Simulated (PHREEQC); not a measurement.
PHREEQC input (ion-association model, phreeqc.dat):

```
SOLUTION_MASTER_SPECIES
  Amm  AmmH+  0  AmmH  17.031  # ammonia with no redox link, constants of NH4+
SOLUTION_SPECIES
  AmmH+ = AmmH+
    -log_k 0
    -gamma 2.5 0
    -dw 1.98e-9
  AmmH+ = Amm + H+
    -log_k -9.252
    -delta_h 12.48 kcal
    -analytic 0.6322 -0.001225 -2835.76
    -dw 2.28e-9
  AmmH+ + SO4-2 = AmmHSO4-
    -log_k 1.11
PHASES
  Amm(g)
    Amm = Amm
    -log_k 1.7966
    -analytic -18.758 3.3670e-4 2.5113e3 4.8619 39.192
    -T_c 405.6
    -P_c 111.3
    -Omega 0.25
EXCHANGE_SPECIES
  AmmH+ + X- = AmmHX
    -log_k 0.6
    -gamma 2.5 0
    -delta_h -2.4
SOLUTION 0
  temp 40
  units mmol/kgw
  pH 7 charge
  S(6) 39.1
  Amm 2.2
  Br 90
  K 90
  Mg 38
  Cl 0.01
  O(0) 1 O2(g) -0.68
SOLUTION 1-40
  temp 40
  units mmol/kgw
  pH 7 charge
  Cl 30.21
  Mg 12
  K 6.2
  O(0) 1 O2(g) -0.68
END
EXCHANGE 1-40
  X 0.12
  -equilibrate 1
END
SELECTED_OUTPUT 1
  -reset false
  -pH true
  -pe true
  -ionic_strength true
  -water true
  -step true
  -totals Amm Br Cl K Mg S S(-2) S(6)
  -molalities AmmHX MgX2 KX
  -saturation_indices Sylvite
PRINT
  -reset false
TRANSPORT
  -cells 40
  -shifts 160
  -lengths 0.0025
  -time_step 720
  -dispersivities 0.005
  -boundary_conditions flux flux
  -correct_disp true
  -punch_cells 40
  -punch_frequency 5
END
# ... the last block is repeated for the other 32 points of pore volumes
```

Selected output (columns that matter, 19 of 33 rows; pore volumes added in front):

```
pore volumes	pH	mu	Amm	Br	Cl	K	Mg	S	m_MgX2	m_KX	si_Sylvite
0	5.0662	0.04221	0	0	0.03021	0.0062	0.012	0	0.053123	0.013754	-4.8708
0.2625	5.0662	0.04221	1.9783e-19	2.4742e-07	0.03021	0.0062	0.012	1.0749e-07	0.053123	0.013754	-4.8708
0.5125	5.0796	0.045693	5.2088e-10	0.0019248	0.029564	0.0064493	0.013351	0.0008362	0.053124	0.013752	-4.8693
0.6375	5.1189	0.057756	7.9252e-08	0.0087684	0.027268	0.0072527	0.018196	0.0038094	0.053133	0.013734	-4.8726
0.8875	5.2149	0.10439	1.7406e-05	0.03697	0.017804	0.0099979	0.038436	0.016062	0.053043	0.013894	-4.9718
1.1375	5.2693	0.14653	0.00018153	0.064331	0.0086233	0.015032	0.056814	0.027948	0.051238	0.017354	-5.1433
1.3875	5.2954	0.16792	0.00057264	0.079736	0.0034543	0.025887	0.063001	0.034641	0.046097	0.027315	-5.3193
1.5125	5.3037	0.17271	0.00081474	0.083808	0.0020879	0.033245	0.062323	0.03641	0.042603	0.034114	-5.4328
1.7625	5.3164	0.17633	0.0012853	0.087885	0.00071983	0.049083	0.057294	0.038181	0.035306	0.04836	-5.7295
2.0125	5.3262	0.17681	0.0016549	0.089319	0.00023866	0.063173	0.051163	0.038804	0.029148	0.06042	-6.1008
2.2625	5.3334	0.17666	0.0019	0.089789	8.0863e-05	0.073642	0.046167	0.039008	0.024824	0.068911	-6.5051
2.5125	5.3383	0.17651	0.0020445	0.089936	3.1392e-05	0.080526	0.042766	0.039072	0.022114	0.074245	-6.8778
2.6375	5.3401	0.17646	0.00209	0.089965	2.1669e-05	0.08289	0.041583	0.039085	0.02121	0.076027	-7.0264
2.8875	5.3425	0.1764	0.0021466	0.08999	1.3435e-05	0.086075	0.039981	0.039096	0.020016	0.078386	-7.2179
3.1375	5.3438	0.17638	0.002175	0.089997	1.1e-05	0.087876	0.039072	0.039099	0.019353	0.079698	-7.2959
3.3875	5.3446	0.17636	0.0021887	0.089999	1.0289e-05	0.088866	0.038572	0.0391	0.018992	0.080413	-7.3202
3.5125	5.3449	0.17636	0.0021925	0.09	1.0155e-05	0.089175	0.038416	0.0391	0.01888	0.080635	-7.3244
3.7625	5.3452	0.17636	0.0021968	0.09	1.0044e-05	0.089565	0.038219	0.0391	0.018739	0.080915	-7.3273
4.0125	5.3453	0.17635	0.0021988	0.09	1.0013e-05	0.089773	0.038114	0.0391	0.018665	0.081063	-7.3277
```

Away from 25 °C the constants follow the database's enthalpies or fits; those with neither stay at their 25 °C values.
